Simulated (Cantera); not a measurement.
Cantera run, input and output.

```python
import numpy as np
import cantera as ct

gas = ct.Solution("gri30.yaml")
gas.TPX = 1050, 101325, {'CH4': 1, 'C2H6': 0.1, 'C3H8': 0.11, 'O2': 4.92, 'N2': 18.5, 'H2O': 0.67}
reactor = ct.IdealGasConstPressureReactor(gas, energy="on", clone=False)
net = ct.ReactorNet([reactor])
net.rtol, net.atol = 1e-08, 1e-16
show = ['CH4', 'C2H6', 'C3H8', 'HCN', 'HO2', 'OH']
times = np.geomspace(3e-06, 9, 12)

steps = ct.SolutionArray(gas, extra=["t"])
rows = []
print(f"{'t/s':>10s}{'T/K':>9s}{'P/Pa':>11s}" + "".join(f"{s:>11s}" for s in show))
for t in times:
    while net.time < t:
        t_next = net.step()
        steps.append(gas.state, t=t_next)
    rows.append([np.interp(t, steps.t, y) for y in (steps.T, steps.P, *steps(*show).X.T)])
    print(f"{t:10.3e}{rows[-1][0]:9.1f}{rows[-1][1]:11.4g}" + "".join(f"{x:11.3e}" for x in rows[-1][2:]))
rate = np.gradient(steps.T, steps.t)
print("integrator steps:", len(steps.t))
if steps.T.max() > steps.T[0] + 200:
    print(f"time of steepest temperature rise: {steps.t[rate.argmax()]:.4e} s")
gas.TPX = 1050, 101325, {'CH4': 1, 'C2H6': 0.1, 'C3H8': 0.11, 'O2': 4.92, 'N2': 18.5, 'H2O': 0.67}
gas.equilibrate("HP")
print(f"equilibrium (HP): T = {gas.T:.1f} K  " + "  ".join(f"{s} {gas[s].X[0]:.3e}" for s in show))
```

Result:

```
       t/s      T/K       P/Pa        CH4       C2H6       C3H8        HCN        HO2         OH
 3.000e-06   1050.0  1.013e+05  3.953e-02  3.953e-03  4.348e-03  1.039e-29  2.398e-10  8.993e-13
 1.164e-05   1050.0  1.013e+05  3.953e-02  3.953e-03  4.348e-03  1.638e-28  1.685e-09  4.328e-12
 4.516e-05   1050.0  1.013e+05  3.953e-02  3.953e-03  4.348e-03  2.595e-27  8.154e-09  7.922e-12
 1.752e-04   1050.0  1.013e+05  3.953e-02  3.953e-03  4.348e-03  4.040e-26  3.431e-08  2.086e-11
 6.799e-04   1050.0  1.013e+05  3.953e-02  3.953e-03  4.348e-03  6.643e-25  1.491e-07  7.823e-11
 2.638e-03   1050.0  1.013e+05  3.953e-02  3.952e-03  4.347e-03  1.890e-23  7.279e-07  4.597e-10
 1.024e-02   1050.1  1.013e+05  3.951e-02  3.942e-03  4.333e-03  2.347e-20  3.516e-06  7.084e-09
 3.971e-02   1061.3  1.013e+05  3.832e-02  3.502e-03  3.645e-03  2.561e-16  3.142e-05  2.664e-07
 1.541e-01   2203.7  1.013e+05  1.580e-20  1.382e-38  2.716e-56  1.514e-13  3.242e-06  4.499e-03
 5.978e-01   2196.0  1.013e+05  1.424e-20  1.135e-38  2.035e-56  2.060e-13  3.101e-06  4.336e-03
 2.320e+00   2194.7  1.013e+05  1.399e-20  1.097e-38  1.937e-56  2.121e-13  3.077e-06  4.309e-03
 9.000e+00   2194.7  1.013e+05  1.399e-20  1.097e-38  1.937e-56  2.121e-13  3.077e-06  4.309e-03
integrator steps: 2325
time of steepest temperature rise: 4.6780e-02 s
equilibrium (HP): T = 2194.7 K  CH4 2.171e-20  C2H6 1.894e-38  C3H8 3.759e-56  HCN 2.121e-13  HO2 3.077e-06  OH 4.309e-03
```

Cantera simulation using GRI-Mech 3.0 (53 species, 325 reactions); the numbers are that mechanism's predictions, not measurements.
